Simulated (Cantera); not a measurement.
What does this Cantera script print?

```python
import numpy as np
import cantera as ct

gas_names = [...]  # 110 gases of nasa_gas.yaml made of C, F, H
cond_names = """
    C(gr) C6H6(L) C7H8(L) C8H18(L),n-octa
""".split()


# ... load() reads the species with a 1 bar reference pressure and builds the phases ...
atoms = {
    'c-C4F8': {'C': 4, 'F': 8},
    'CH4': {'C': 1, 'H': 4},
}
top_T = {'C(gr)': 4500}  # K; cautious upper limits of use, not melting points


# ... equilibrate(T, P, feed) seeds the gas with the atoms and calls Mixture.equilibrate('TP', solver="vcs", rtol=1e-11, max_steps=5000) ...
results = []
feed = {'c-C4F8': 1, 'CH4': 0.27}  # mol
P = 13  # Pa
for T in [2500, 3000, 3500, 4000, 4500, 5000]:
    mix = equilibrate(T, P, feed)
    results.append((T, P, feed, dict(zip(mix.species_names, mix.species_moles))))

top = {s: max(r[3][s] / sum(r[3][g] for g in gas_names) for r in results) for s in gas_names}
cols = sorted((s for s in top if top[s] > 0.0001), key=lambda s: -top[s])[:9]
seen = [c for c in cond_names if any(r[3].get(c, 0) > 1e-12 for r in results)]
print("log10 of partial pressures in bar; condensed amounts in mol")
print(f"{'T/K':>10s}" + "".join(f"{s[:9]:>10s}" for s in cols + seen))
for T, P, feed, n in results:
    ng = sum(n[g] for g in gas_names)
    print(f"{T:10.4g}" + "".join(f"{np.log10(max(n[s] / ng * P / 1e5, 1e-99)):10.3f}" for s in cols)
          + "".join(f"{n.get(c, 0):10.4g}" for c in seen))
```

Output:

```
log10 of partial pressures in bar; condensed amounts in mol
       T/K         F         C        HF         H        C3        CF        C2       CF2  Electron     C(gr)
      2500    -3.971    -6.779    -4.760    -6.668    -6.304    -5.457    -7.339    -5.886   -11.268     3.868
      3000    -4.060    -4.813    -5.336    -5.088    -5.059    -5.515    -5.535    -7.856    -9.547         0
      3500    -4.107    -4.395    -6.760    -4.981    -7.138    -6.531    -6.221   -10.223    -8.788         0
      4000    -4.108    -4.382    -7.876    -4.978    -9.603    -7.564    -7.338   -12.235    -7.944         0
      4500    -4.109    -4.382    -8.748    -4.978   -11.553    -8.379    -8.228   -13.811    -7.111         0
      5000    -4.110    -4.386    -9.450    -4.979   -13.124    -9.039    -8.949   -15.078    -6.428         0
```

Method: chemical equilibrium by Gibbs-energy minimisation in Cantera with the NASA 1993 tables (ideal gas, pure condensed phases). The feed counts by its element totals alone.
